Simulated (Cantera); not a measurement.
Input (Python, Cantera):

```python
import numpy as np
import cantera as ct

gas = ct.Solution("h2o2.yaml")
gas.TPX = 1450, 1800000, {'H2': 1, 'O2': 1.56, 'N2': 5.88, 'H2O': 0.51}
reactor = ct.IdealGasConstPressureReactor(gas, energy="on", clone=False)
net = ct.ReactorNet([reactor])
net.rtol, net.atol = 1e-08, 1e-16
show = ['H2', 'O2', 'H2O', 'O', 'HO2', 'OH']
times = np.geomspace(2e-06, 1, 14)

steps = ct.SolutionArray(gas, extra=["t"])
rows = []
print(f"{'t/s':>10s}{'T/K':>9s}{'P/Pa':>11s}" + "".join(f"{s:>11s}" for s in show))
for t in times:
    while net.time < t:
        t_next = net.step()
        steps.append(gas.state, t=t_next)
    rows.append([np.interp(t, steps.t, y) for y in (steps.T, steps.P, *steps(*show).X.T)])
    print(f"{t:10.3e}{rows[-1][0]:9.1f}{rows[-1][1]:11.4g}" + "".join(f"{x:11.3e}" for x in rows[-1][2:]))
rate = np.gradient(steps.T, steps.t)
print("integrator steps:", len(steps.t))
if steps.T.max() > steps.T[0] + 200:
    print(f"time of steepest temperature rise: {steps.t[rate.argmax()]:.4e} s")
gas.TPX = 1450, 1800000, {'H2': 1, 'O2': 1.56, 'N2': 5.88, 'H2O': 0.51}
gas.equilibrate("HP")
print(f"equilibrium (HP): T = {gas.T:.1f} K  " + "  ".join(f"{s} {gas[s].X[0]:.3e}" for s in show))
```

Output:

```
       t/s      T/K       P/Pa         H2         O2        H2O          O        HO2         OH
 2.000e-06   1455.5    1.8e+06  1.105e-01  1.734e-01  5.795e-02  4.903e-05  4.317e-04  5.562e-05
 5.488e-06   2195.8    1.8e+06  3.359e-04  1.241e-01  1.759e-01  5.268e-04  1.646e-05  4.263e-03
 1.506e-05   2204.9    1.8e+06  1.405e-04  1.246e-01  1.769e-01  2.343e-04  1.113e-05  2.892e-03
 4.132e-05   2205.0    1.8e+06  1.400e-04  1.246e-01  1.769e-01  2.335e-04  1.112e-05  2.887e-03
 1.134e-04   2205.0    1.8e+06  1.400e-04  1.246e-01  1.769e-01  2.335e-04  1.112e-05  2.887e-03
 3.111e-04   2205.0    1.8e+06  1.400e-04  1.246e-01  1.769e-01  2.335e-04  1.112e-05  2.887e-03
 8.537e-04   2205.0    1.8e+06  1.400e-04  1.246e-01  1.769e-01  2.335e-04  1.112e-05  2.887e-03
 2.343e-03   2205.0    1.8e+06  1.400e-04  1.246e-01  1.769e-01  2.335e-04  1.112e-05  2.887e-03
 6.428e-03   2205.0    1.8e+06  1.400e-04  1.246e-01  1.769e-01  2.335e-04  1.112e-05  2.887e-03
 1.764e-02   2205.0    1.8e+06  1.400e-04  1.246e-01  1.769e-01  2.335e-04  1.112e-05  2.887e-03
 4.840e-02   2205.0    1.8e+06  1.400e-04  1.246e-01  1.769e-01  2.335e-04  1.112e-05  2.887e-03
 1.328e-01   2205.0    1.8e+06  1.400e-04  1.246e-01  1.769e-01  2.335e-04  1.112e-05  2.887e-03
 3.644e-01   2205.0    1.8e+06  1.400e-04  1.246e-01  1.769e-01  2.335e-04  1.112e-05  2.887e-03
 1.000e+00   2205.0    1.8e+06  1.400e-04  1.246e-01  1.769e-01  2.335e-04  1.112e-05  2.887e-03
integrator steps: 976
time of steepest temperature rise: 2.9929e-06 s
equilibrium (HP): T = 2205.0 K  H2 1.400e-04  O2 1.246e-01  H2O 1.769e-01  O 2.335e-04  HO2 1.112e-05  OH 2.887e-03
```

Computed with Cantera and the H2/O2 subset of GRI-Mech 3.0, which has no nitrogen chemistry. The hydrogen kinetics of GRI-Mech 3.0 are dated; newer H2 mechanisms differ, most at raised pressure. The pressure lies above the range GRI-Mech 3.0 was tuned for (to about 10 atm).
